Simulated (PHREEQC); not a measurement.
Solution (20 °C and 100 atm): 0.93 mol NaBr and 3.5 mol KBr per kg of water. Closed to the air; pH follows from the charge balance.

Model: Pitzer model, pitzer.dat, run in PHREEQC.

```json
{
  "ionic_strength": "4.43 mol/kgw",
  "activity_of_water": "0.849",
  "density": "1.310 g/cm³",
  "osmotic_coefficient": "1.026"
}
```

```json
[
 {"species": "Br-", "molality": "4.43", "activity": "2.77", "log γ": "-0.203"},
 {"species": "K+", "molality": "3.50", "activity": "2.17", "log γ": "-0.208"},
 {"species": "Na+", "molality": "0.930", "activity": "0.849", "log γ": "-0.040"},
 {"species": "OH-", "molality": "6.95e-8", "activity": "3.68e-8", "log γ": "-0.276"},
 {"species": "H+", "molality": "6.95e-8", "activity": "1.68e-7", "log γ": "0.383"}
]
```

No solid was allowed to form. Under pressure, the constants of complexes without a molar volume in the database are unreliable.
